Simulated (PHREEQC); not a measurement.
Dissolve 0.29 mol/kgw ZnSO4, 4.4e-05 mol/kgw NiCl2, 0.061 mol/kgw NaH2PO4 and 0.021 mol/kgw NaCl at 25 °C. Closed to the air; pH follows from the charge balance.

The numbers come from PHREEQC with the ion-association model, wateq4f.dat.

```json
{
 "pH": "4.41",
 "ionic_strength": "0.621 mol/kgw",
 "activity_of_water": "0.991"
}
```

| species | molality | activity | log γ |
|---|---|---|---|
| Zn+2 | 0.137 | 0.0321 | -0.630 |
| ZnSO4 | 0.102 | 0.118 | 0.062 |
| SO4-2 | 0.0830 | 0.0156 | -0.726 |
| Na+ | 0.0758 | 0.0536 | -0.151 |
| H2PO4- | 0.0605 | 0.0411 | -0.168 |
| Zn(SO4)2-2 | 0.0493 | 0.0149 | -0.519 |
| Cl- | 0.0194 | 0.0122 | -0.202 |
| NaSO4- | 0.00617 | 0.00419 | -0.168 |
| ZnCl+ | 0.00166 | 0.00105 | -0.197 |
| HPO4-2 | 0.000332 | 6.61e-5 | -0.701 |
| H3PO4 | 0.000202 | 0.000234 | 0.062 |
| HSO4- | 8.99e-5 | 5.86e-5 | -0.186 |
| H+ | 5.10e-5 | 3.86e-5 | -0.121 |

This is a speciation only: nothing precipitates in the calculation. Saturation is exceeded, for instance for Zn3(PO4)2:4w; the values hold only as long as no solid forms. H3PO4, which wateq4f.dat lacks, is added to it with the constant of phreeqc.dat. The database has no phosphate complexes of Zn, Ni.
